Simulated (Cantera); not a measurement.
# Catalytic stagnation flow on Pt

A jet of CH4 : O2 : N2 = 0.01 : 0.075 : 0.79 (molar parts), equivalence ratio 0.27 at 300 K and 28.5 Torr hits a platinum plate 4.6 cm away at a mass flux of 0.16 kg/m²/s; the plate temperature is set and raised in steps from an oxygen-covered start.

Cantera simulation using Deutschmann's 1995 Pt surface mechanism with GRI-Mech 3.0 gas chemistry; the numbers are that mechanism's predictions, not measurements. Catalytic surfaces can have several steady states; this one follows from the mechanism file's or the stated starting coverage.

```tsv
plate T (K)	wall x CH4	wall x O2	wall x H2O	wall x OH	wall x CO	wall x CO2	θ free Pt	θ O*
900	0.00926	0.0811	0.00405	1.73e-8	4.06e-6	0.00264	0.260	0.739
950	0.00814	0.0787	0.00612	5.85e-8	4.98e-6	0.00399	0.334	0.665
1000	0.00704	0.0764	0.00815	1.68e-7	5.89e-6	0.00532	0.409	0.591
1050	0.00607	0.0744	0.00994	4.20e-7	6.85e-6	0.00650	0.481	0.518
1100	0.00525	0.0727	0.0114	9.42e-7	7.95e-6	0.00747	0.551	0.449
1150	0.00460	0.0713	0.0126	1.93e-6	9.29e-6	0.00825	0.616	0.384
```
x: mole fraction at the wall; θ: surface coverage.
